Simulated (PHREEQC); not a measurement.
Solution (80 °C): 0.0015 mol Zn(NO3)2, 4.7e-05 mol KNO3 and 0.3 mol Na2SO4 per kg of water. Closed to the air; pH follows from the charge balance.

All values are PHREEQC results (ion-association model, wateq4f.dat), not measurements.

### Question
The ionic strength comes out as 0.694 mol/kgw. What activity coefficients do Zn+2, SO4-2, Na+, KSO4-, Zn(SO4)2-2 get?

### Answer
Zn+2 0.20, SO4-2 0.15, Na+ 0.67, KSO4- 0.65, Zn(SO4)2-2 0.27.

Precipitation was switched off in this run. Species that the database lacks are ignored. At this temperature some constants are extrapolated from 25 °C, and those without enthalpy data are left unchanged.
